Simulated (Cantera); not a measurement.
# Reactions in the system C-H-O-Ta

Source: NASA polynomial tables (part measured, part estimated), evaluated in Cantera. Values are per mole of reaction as written; species without (g) are pure solids or liquids, kept so even where they would boil at 1 bar. TaC: taken at fixed stoichiometry.

4 TaC + 6 CH₃(g) + 8 CO(g) = 4 TaO₂(g) + 9 C₂H₂(g)

| T (K) | ΔH° (kJ) | ΔS° (J/K) | ΔG° (kJ) | log10 K |
|---|---|---|---|---|
| 1398 | 1837.0 | 19.6 | 1809.7 | -67.62 |
| 1598 | 1837.3 | 19.8 | 1805.7 | -59.02 |
| 1798 | 1836.9 | 19.5 | 1801.8 | -52.34 |
| 1998 | 1835.7 | 18.9 | 1798.0 | -47.00 |
| 2198 | 1833.9 | 18.0 | 1794.2 | -42.64 |
| 2398 | 1831.4 | 17.0 | 1790.8 | -39.01 |
| 2598 | 1828.3 | 15.7 | 1787.5 | -35.94 |

5 C₂H₅OH(g) + C₂H₂(g) + 2 Ta = Ta₂O₅ + 4 C₃H₈(g)

```tsv
T (K)	ΔH° (kJ)	ΔS° (J/K)	ΔG° (kJ)	log10 K	condensed phases
1398	-1479.8	-417.1	-896.7	33.50	Ta(s), Ta₂O₅(s)
1598	-1469.7	-410.3	-814.0	26.61	Ta(s), Ta₂O₅(s)
1798	-1459.3	-404.2	-732.6	21.28	Ta(s), Ta₂O₅(s)
1998	-1448.9	-398.7	-652.3	17.05	Ta(s), Ta₂O₅(s)
2198	-1312.4	-332.6	-581.4	13.82	Ta(s), Ta₂O₅(l)
2398	-1294.0	-324.5	-515.7	11.23	Ta(s), Ta₂O₅(l)
2598	-1276.2	-317.4	-451.5	9.08	Ta(s), Ta₂O₅(l)
```
